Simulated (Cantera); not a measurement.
Cantera run, input and output.

```python
import numpy as np
import cantera as ct

gas = ct.Solution("gri30.yaml")
gas.TPX = 2623, 1000, {'CH4': 0.013, 'H2': 1, 'O2': 0.0095}
reactor = ct.IdealGasConstPressureReactor(gas, energy="off", clone=False)
net = ct.ReactorNet([reactor])
net.rtol, net.atol = 1e-08, 1e-18
show = ['CH4', 'H2', 'O2', 'CH2CO', 'CO', 'CH2O']
times = np.geomspace(3e-05, 300, 9)

steps = ct.SolutionArray(gas, extra=["t"])
rows = []
print(f"{'t/s':>10s}{'T/K':>9s}{'P/Pa':>11s}" + "".join(f"{s:>11s}" for s in show))
for t in times:
    while net.time < t:
        t_next = net.step()
        steps.append(gas.state, t=t_next)
    rows.append([np.interp(t, steps.t, y) for y in (steps.T, steps.P, *steps(*show).X.T)])
    print(f"{t:10.3e}{rows[-1][0]:9.1f}{rows[-1][1]:11.4g}" + "".join(f"{x:11.3e}" for x in rows[-1][2:]))
rate = np.gradient(steps.T, steps.t)
print("integrator steps:", len(steps.t))
if steps.T.max() > steps.T[0] + 200:
    print(f"time of steepest temperature rise: {steps.t[rate.argmax()]:.4e} s")
gas.TPX = 2623, 1000, {'CH4': 0.013, 'H2': 1, 'O2': 0.0095}
gas.equilibrate("TP")
print(f"equilibrium (TP): T = {gas.T:.1f} K  " + "  ".join(f"{s} {gas[s].X[0]:.3e}" for s in show))
```

Result:

```
       t/s      T/K       P/Pa        CH4         H2         O2      CH2CO         CO       CH2O
 3.000e-05   2623.0       1000  1.248e-02  9.773e-01  9.236e-03  4.922e-13  1.803e-08  1.531e-07
 2.250e-04   2623.0       1000  1.108e-02  9.690e-01  7.606e-03  1.234e-08  1.682e-05  4.407e-06
 1.687e-03   2623.0       1000  4.309e-03  9.360e-01  4.144e-07  5.648e-07  5.939e-04  1.402e-06
 1.265e-02   2623.0       1000  3.671e-04  9.203e-01  4.960e-08  9.492e-07  3.639e-03  2.309e-07
 9.487e-02   2623.0       1000  1.402e-05  8.781e-01  3.176e-08  1.808e-08  1.149e-02  1.204e-08
 7.114e-01   2623.0       1000  5.689e-13  7.132e-01  2.516e-07  2.655e-17  1.080e-02  4.953e-11
 5.335e+00   2623.0       1000  1.485e-13  6.443e-01  4.501e-07  7.525e-18  1.037e-02  2.677e-11
 4.001e+01   2623.0       1000  1.485e-13  6.443e-01  4.502e-07  7.524e-18  1.037e-02  2.677e-11
 3.000e+02   2623.0       1000  1.485e-13  6.443e-01  4.502e-07  7.524e-18  1.037e-02  2.677e-11
integrator steps: 2161
equilibrium (TP): T = 2623.0 K  CH4 1.510e-13  H2 6.443e-01  O2 4.502e-07  CH2CO 7.644e-18  CO 1.037e-02  CH2O 2.677e-11
```

Model: GRI-Mech 3.0 (53 species, 325 reactions), integrated in Cantera. Radical loss at walls, strong at low pressure, is not modelled.
